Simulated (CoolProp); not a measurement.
The numbers come from the reference Helmholtz-energy equation of state, de Reuck 1993 in CoolProp.

**Question.** For methanol, give the phase and the density (kg/m³), cv (kJ/(kg K)) at 566.1 K and 6850 kPa; 566.1 K and 11400 kPa.

**Answer.** 
- 566.1 K and 6850 kPa: gas; density 59.6, cv 2.60
- 566.1 K and 11400 kPa: supercritical; density 130, cv 3.26
